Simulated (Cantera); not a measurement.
Cantera run:

```python
import numpy as np
import cantera as ct

gas_names = """
    F FO FO2 F2 F2O N NF NF2 NF3 NO NO2 NO3 N2 N2O O O2 O3 Si SiF SiF2 SiF3 SiF4 SiN SiO SiO2 Si2 Si2N
    Si3
""".split()
cond_names = """
    Si(cr) Si(L) SiO2(Lqz) SiO2(hqz) SiO2(L) Si2N2O(s) Si3N4(a)
""".split()


# ... load() reads the species with a 1 bar reference pressure and builds the phases ...
atoms = {
    'SiF4': {'Si': 1, 'F': 4},
    'O3': {'O': 3},
    'N2': {'N': 2},
}
top_T = {'Si2N2O(s)': 2100, 'Si3N4(a)': 2400}  # K; cautious upper limits of use, not melting points


# ... equilibrate(T, P, feed) seeds the gas with the atoms and calls Mixture.equilibrate('TP', solver="vcs", rtol=1e-11, max_steps=5000) ...
results = []
T = 1598.15  # K
P = 38  # Pa
for m in [18, 22, 26, 31, 38, 46, 55, 67, 81]:
    feed = {'SiF4': 1, 'O3': 0.39, 'N2': m}  # mol
    mix = equilibrate(T, P, feed)
    results.append((T, P, feed, dict(zip(mix.species_names, mix.species_moles))))
    x = sorted(zip(gas.X, gas.species_names), reverse=True)
    print(f"T = {T:g} K  P = {P:g} Pa  n(N2) = {m:g} mol  gas = {mix.phase_moles(0):.4g} mol")
    print("   x: " + "  ".join(f"{s} {v:.3e}" for v, s in x if v > 1e-06))
    print("   condensed (mol): " + ("  ".join(f"{mix.phase(i).name} {mix.phase_moles(i):.4g}"
          for i in range(1, mix.n_phases) if mix.phase_moles(i) > 1e-12) or "none"))
```

Output:

```
T = 1598.15 K  P = 38 Pa  n(N2) = 18 mol  gas = 19.59 mol
   x: N2 9.186e-01  SiF4 5.104e-02  O2 2.941e-02  NO 7.759e-04  O 1.248e-04  F 2.630e-05  SiF3 1.601e-05
   condensed (mol): SiO2(hqz) 4.587e-05
T = 1598.15 K  P = 38 Pa  n(N2) = 22 mol  gas = 23.59 mol
   x: N2 9.324e-01  SiF4 4.238e-02  O2 2.439e-02  NO 7.118e-04  O 1.136e-04  F 2.396e-05  SiF3 1.460e-05
   condensed (mol): SiO2(hqz) 4.948e-05
T = 1598.15 K  P = 38 Pa  n(N2) = 26 mol  gas = 27.59 mol
   x: N2 9.421e-01  SiF4 3.623e-02  O2 2.082e-02  NO 6.611e-04  O 1.050e-04  F 2.214e-05  SiF3 1.350e-05
   condensed (mol): SiO2(hqz) 5.261e-05
T = 1598.15 K  P = 38 Pa  n(N2) = 31 mol  gas = 32.59 mol
   x: N2 9.510e-01  SiF4 3.067e-02  O2 1.760e-02  NO 6.106e-04  O 9.653e-05  F 2.036e-05  SiF3 1.243e-05
   condensed (mol): SiO2(hqz) 5.598e-05
T = 1598.15 K  P = 38 Pa  n(N2) = 38 mol  gas = 39.59 mol
   x: N2 9.596e-01  SiF4 2.525e-02  O2 1.445e-02  NO 5.559e-04  O 8.749e-05  F 1.847e-05  SiF3 1.128e-05
   condensed (mol): SiO2(hqz) 5.991e-05
T = 1598.15 K  P = 38 Pa  n(N2) = 46 mol  gas = 47.59 mol
   x: N2 9.664e-01  SiF4 2.100e-02  O2 1.200e-02  NO 5.083e-04  O 7.971e-05  F 1.683e-05  SiF3 1.029e-05
   condensed (mol): SiO2(hqz) 6.35e-05
T = 1598.15 K  P = 38 Pa  n(N2) = 55 mol  gas = 56.59 mol
   x: N2 9.717e-01  SiF4 1.766e-02  O2 1.007e-02  NO 4.668e-04  O 7.301e-05  F 1.543e-05  SiF3 9.446e-06
   condensed (mol): SiO2(hqz) 6.662e-05
T = 1598.15 K  P = 38 Pa  n(N2) = 67 mol  gas = 68.59 mol
   x: N2 9.766e-01  SiF4 1.457e-02  O2 8.283e-03  NO 4.245e-04  O 6.623e-05  F 1.400e-05  SiF3 8.585e-06
   condensed (mol): SiO2(hqz) 6.958e-05
T = 1598.15 K  P = 38 Pa  n(N2) = 81 mol  gas = 82.59 mol
   x: N2 9.806e-01  SiF4 1.210e-02  O2 6.859e-03  NO 3.871e-04  O 6.027e-05  F 1.275e-05  SiF3 7.829e-06
   condensed (mol): SiO2(hqz) 7.163e-05
```

These are equilibrium values from Cantera (NASA tables, ideal gas, pure condensed phases), not measurements of a reactor. The tables' values for SiF3 are old estimates; treat these amounts as uncertain. The tables hold silica as quartz up to 1696 K and as liquid above; real silica turns to tridymite and cristobalite and melts near 1996 K.
